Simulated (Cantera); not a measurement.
A closed system holds: 1 mol MgCO3, 1.1 mol H2O, held at 573 K and 0.100 bar.

Equilibrium computed with Cantera from the NASA thermochemical tables; the gas is ideal and each condensed phase is pure. Candidate condensed phases: C, C6H6, C7H8, C8H18, H2O, Mg, MgCO3, MgO, Mg(OH)2; 116 gas species. Kinetics and transport are ignored.

Base state: H2O 0.733, CO2 0.267 (mole fractions); condensed: MgCO3(s) + MgO(s).

Question: What changes in the equilibrium state with this change: temperature from 573 K to 998 K?

Answer: 
```tsv
species	before	after
H2O	0.733	0.524
CO2	0.267	0.476
MgCO3(s), mol	0.600	0
MgO(s), mol	0.400	1.00
```
